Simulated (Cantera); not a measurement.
Cantera run:

```python
import numpy as np
import cantera as ct

gas_names = """
    Ca CaCL CaCL2 CaO CaOH CaO2H2 Ca2 CL CLO CL2 H HCL HOCL HO2 H2 H2O H2O2 O OH O2 O3
""".split()
cond_names = """
    Ca(a) Ca(b) Ca(L) CaCL2(s) CaCL2(L) CaO(s) CaO(L) CaO2H2(s) H2O(s) H2O(L)
""".split()


# ... load() reads the species with a 1 bar reference pressure and builds the phases ...
atoms = {
    'CaO': {'Ca': 1, 'O': 1},
    'HCl': {'H': 1, 'CL': 1},
    'H2': {'H': 2},
}
top_T = {}  # K; cautious upper limits of use, not melting points


# ... equilibrate(T, P, feed) seeds the gas with the atoms and calls Mixture.equilibrate('TP', solver="vcs", rtol=1e-11, max_steps=5000) ...
results = []
feed = {'CaO': 1, 'HCl': 71, 'H2': 16}  # mol
T = 1150  # K
P = 21000  # Pa
mix = equilibrate(T, P, feed)
results.append((T, P, feed, dict(zip(mix.species_names, mix.species_moles))))
x = sorted(zip(gas.X, gas.species_names), reverse=True)
print(f"T = {T:g} K  P = {P:g} Pa  gas = {mix.phase_moles(0):.4g} mol")
print("   x: " + "  ".join(f"{s} {v:.3e}" for v, s in x if v > 0.0001))
print("   condensed (mol): " + ("  ".join(f"{mix.phase(i).name} {mix.phase_moles(i):.4g}"
      for i in range(1, mix.n_phases) if mix.phase_moles(i) > 1e-12) or "none"))
```

Result:

```
T = 1150 K  P = 21000 Pa  gas = 86 mol
   x: HCL 8.023e-01  H2 1.860e-01  H2O 1.163e-02
   condensed (mol): CaCL2(L) 0.9991
```

Cantera equilibrium calculation (NASA polynomials, part measured and part estimated; ideal gas, pure solids and liquids). Condensed phases not in the tables: oxide chlorides.
